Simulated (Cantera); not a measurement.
Input (Python, Cantera):

```python
import numpy as np
import cantera as ct

gas = ct.Solution("gri30.yaml")
gas.TPX = 800, 850000, {'CH4': 1, 'CO': 0.18, 'O2': 3.03, 'N2': 11.4}
inlet = ct.Reservoir(gas, clone=True)
gas.equilibrate("HP")  # start burning
reactor = ct.IdealGasConstPressureReactor(gas, energy="on", clone=False)
exhaust = ct.Reservoir(gas, clone=True)
tau = [0.18, 0.084, 0.04, 0.019, 0.009, 0.0043, 0.002, 0.00096, 0.00046, 0.00022, 0.0001, 4.9e-05, 2.3e-05][0]
for a, b in ((inlet, reactor), (reactor, exhaust)):
    ct.MassFlowController(a, b, mdot=lambda t: reactor.mass / tau)
net = ct.ReactorNet([reactor])
show = ['CH4', 'CO', 'O2', 'OH', 'CO2', 'C2H2']

rows = []
print(f"{'tau/s':>10s}{'T/K':>9s}" + "".join(f"{s:>11s}" for s in show))
for tau in [0.18, 0.084, 0.04, 0.019, 0.009, 0.0043, 0.002, 0.00096, 0.00046, 0.00022, 0.0001, 4.9e-05, 2.3e-05]:
    net.initial_time = 0.0
    net.advance(30 * tau)
    before = gas.X
    net.advance(40 * tau)
    drift = np.max(np.abs(gas.X - before) / (gas.X + 1e-9))
    rows.append([gas.T, *gas[show].X, drift])
    print(f"{tau:10.3e}{gas.T:9.1f}" + "".join(f"{x:11.3e}" for x in gas[show].X))
```

Result:

```
     tau/s      T/K        CH4         CO         O2         OH        CO2       C2H2
 1.800e-01   2213.2  2.763e-07  7.222e-04  5.797e-02  2.528e-03  7.521e-02  1.301e-12
 8.400e-02   2215.4  5.813e-07  7.423e-04  5.853e-02  2.564e-03  7.519e-02  5.669e-12
 4.000e-02   2217.4  1.195e-06  7.749e-04  5.910e-02  2.607e-03  7.515e-02  2.349e-11
 1.900e-02   2218.7  2.452e-06  8.328e-04  5.956e-02  2.659e-03  7.509e-02  9.623e-11
 9.000e-03   2218.6  4.994e-06  9.427e-04  5.990e-02  2.733e-03  7.497e-02  3.816e-10
 4.300e-03   2216.8  9.878e-06  1.152e-03  6.015e-02  2.853e-03  7.474e-02  1.378e-09
 2.000e-03   2212.3  1.928e-05  1.565e-03  6.041e-02  3.071e-03  7.428e-02  4.531e-09
 9.600e-04   2204.0  3.496e-05  2.273e-03  6.075e-02  3.409e-03  7.351e-02  1.189e-08
 4.600e-04   2190.3  6.102e-05  3.459e-03  6.130e-02  3.891e-03  7.221e-02  2.633e-08
 2.200e-04   2168.7  1.046e-04  5.351e-03  6.220e-02  4.487e-03  7.014e-02  5.172e-08
 1.000e-04   2133.7  1.884e-04  8.517e-03  6.383e-02  5.141e-03  6.666e-02  1.012e-07
 4.900e-05   2087.0  3.363e-04  1.291e-02  6.632e-02  5.565e-03  6.182e-02  1.948e-07
 2.300e-05   2012.3  7.085e-04  2.034e-02  7.114e-02  5.438e-03  5.351e-02  4.915e-07
```

Computed with Cantera and GRI-Mech 3.0 (53 species, 325 reactions).
